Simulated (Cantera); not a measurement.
Feed: 1 mol Si(CH3)4, 2 mol HCl, 30 mol H2, equilibrated at 0.650 bar.

Cantera equilibrium calculation (NASA polynomials, part measured and part estimated; ideal gas, pure solids and liquids). Candidate condensed phases: C, C6H6, C7H8, C8H18, Si, SiC; 109 gas species. The numbers say what is thermodynamically allowed, not how fast it happens. All values below are at 1700 K.

Base state: H2 0.947, HCl 0.0523, CH4 0.000638, H 0.000178, SiCl2 0.000154, C2H2 (acetylene) 6.95e-5 (mole fractions); condensed: C(graphite) + SiC(s).

Task: What changes in the equilibrium state with this change: pressure from 0.650 bar to 0.00260 bar?

Result: 
| species | before | after |
|---|---|---|
| H2 | 0.947 | 0.945 |
| HCl | 0.0523 | 0.0521 |
| H | 0.000178 | 0.00281 |
| CH4 | 0.000638 | 2.54e-6 |
| SiCl2 | 0.000154 | 0.000153 |
| Cl | 7.64e-6 | 0.000120 |
| C2H2 (acetylene) | 6.95e-5 | 6.93e-5 |
| C(graphite), mol | 2.98 | 3.00 |
| SiC(s), mol | 0.994 | 0.994 |
